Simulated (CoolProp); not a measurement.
R152A at 283.14 K and 0.0201 MPa flows at 0.1 m/s in a round tube of 2 mm bore and 0.25 µm roughness, fully developed (64/Re and Nu = 3.66 if laminar; Colebrook and Gnielinski if turbulent). Each further row changes one setting.

The numbers come from the reference Helmholtz-energy equation of state, Outcalt 1996 in CoolProp. It is a modified Benedict-Webb-Rubin equation, recast in Helmholtz form.

```json
[
 {"case": "as stated", "Reynolds number": "10.7", "Darcy friction factor": "[?]", "pressure drop (Pa/m)": "[?]", "heat-transfer coefficient (W/(m² K))": "23.1", "mass flow (kg/h)": "0.000641"},
 {"case": "velocity 0.2 m/s", "Reynolds number": "21.5", "Darcy friction factor": "2.98", "pressure drop (Pa/m)": "16.9", "heat-transfer coefficient (W/(m² K))": "23.1", "mass flow (kg/h)": "[?]"},
 {"case": "diameter 4 mm", "Reynolds number": "21.5", "Darcy friction factor": "2.98", "pressure drop (Pa/m)": "[?]", "heat-transfer coefficient (W/(m² K))": "11.6", "mass flow (kg/h)": "[?]"}
]
```

### Question
Some entries are withheld; supply them.

### Answer

- as stated, Darcy friction factor: 5.96
- as stated, pressure drop (Pa/m): 8.44
- velocity 0.2 m/s, mass flow (kg/h): 0.00128
- diameter 4 mm, pressure drop (Pa/m): 2.11
- diameter 4 mm, mass flow (kg/h): 0.00256

Viscosity comes from a separate model (Bell 2016), an estimate that may be off by 10 % or more. Thermal conductivity comes from a separate model (Krauss 1996).
